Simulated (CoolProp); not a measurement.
Properties of cyclopentane along the isotherm 550 K (Tc = 511.7 K, pc = 4.583 MPa, ω = 0.202).

Model: reference Helmholtz-energy equation of state, Gedanitz 2015, in CoolProp.

```csv
p (MPa),phase,cp (kJ/(kg K)),cv (kJ/(kg K)),expansivity (1/kK),fugacity coefficient
1.04,gas,2.419,2.257,2.275,0.9377
2.08,gas,2.504,2.275,2.940,?
3.12,gas,2.638,2.296,3.990,0.8183
4.17,gas,2.882,2.323,5.881,?
5.21,supercritical,3.399,2.357,9.789,0.7029
6.25,supercritical,4.494,2.396,17.51,0.6460
7.29,supercritical,?,2.411,19.81,0.5912
8.33,supercritical,4.252,2.395,12.37,0.5433
9.37,supercritical,3.737,2.381,?,0.5039
10.4,supercritical,3.476,2.372,6.165,0.4720
11.5,supercritical,3.314,2.364,?,0.4441
```

**Question.** Complete the blanks.

**Answer.** 
- 2.08, fugacity coefficient: 0.8772
- 4.17, fugacity coefficient: 0.7600
- 7.29, cp (kJ/(kg K)): 5.060
- 9.37, expansivity (1/kK): 8.180
- 11.5, expansivity (1/kK): 4.964

The peak of cp marks the crossing from liquid-like to gas-like fluid above the critical point.
